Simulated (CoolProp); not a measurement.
Computed with CoolProp (reference Helmholtz-energy equation of state, Gedanitz 2015).

Problem. For cyclopentane, give the phase and the cv (kJ/(kg K)), Joule-Thomson coefficient (K/MPa), isothermal compressibility (1/MPa), expansivity (1/kK) at 476.7 K and 93.1 bar; 520.7 K and 93.1 bar.

Solution. 
- 476.7 K and 93.1 bar: liquid; cv 2.05, Joule-Thomson coefficient 0.203, isothermal compressibility 0.00916, expansivity 2.74
- 520.7 K and 93.1 bar: supercritical; cv 2.25, Joule-Thomson coefficient 0.934, isothermal compressibility 0.0251, expansivity 4.60
